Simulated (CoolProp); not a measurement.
Values from CoolProp's reference Helmholtz-energy equation of state, Span 2003. It is a short technical equation, of lower accuracy than the large ones.

### Question
For n-heptane, give the phase and the density (kg/m³), speed of sound (m/s), fugacity coefficient at 97.35 °C and 1.39 MPa; 275.55 °C and 1.39 MPa.

### Answer
- 97.35 °C and 1.39 MPa: liquid; density 617, speed of sound 852, fugacity coefficient 0.0720
- 275.55 °C and 1.39 MPa: gas; density 37.9, speed of sound 176, fugacity coefficient 0.836
